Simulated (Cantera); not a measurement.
HgO + O2 + H2 (iron carbonyl, mercury and lead vapours)

Feed: 1 mol HgO, 1.6 mol O2, 0.33 mol H2, held at 0.190 bar.

Cantera equilibrium calculation (NASA polynomials, part measured and part estimated; ideal gas, pure solids and liquids). Candidate condensed phases: H2O, Hg, HgO; 10 gas species. Rates play no part.

| T (K) | log p O2 | log p Hg | log p H2O | log p OH | log p O | log p HO2 | log p H2 | log p H2O2 | n HgO(s) |
|---|---|---|---|---|---|---|---|---|---|
| 450 | -0.81 | -6.47 | -1.45 | <-12 | <-12 | <-12 | <-12 | <-12 | 1.000 |
| 600 | -0.83 | -2.13 | -1.48 | <-12 | <-12 | <-12 | <-12 | <-12 | 0.927 |
| 750 | -0.95 | -1.24 | -1.72 | -10.19 | <-12 | -11.90 | <-12 | -12.55 | 0 |
| 900 | -0.95 | -1.24 | -1.72 | -8.31 | -11.74 | -10.36 | <-12 | -11.33 | 0 |
| 1050 | -0.95 | -1.24 | -1.72 | -6.96 | -9.65 | -9.26 | -10.68 | -10.45 | 0 |
| 1200 | -0.95 | -1.24 | -1.72 | -5.95 | -8.08 | -8.43 | -9.14 | -9.79 | 0 |
| 1350 | -0.95 | -1.24 | -1.72 | -5.16 | -6.85 | -7.79 | -7.93 | -9.27 | 0 |
log p: log10 of the partial pressure in bar; n: condensed amount in mol.

From 450 K to 600 K the condensed part is HgO(s). From 750 K to 1350 K nothing is condensed. The main Hg-bearing gas is Hg throughout.
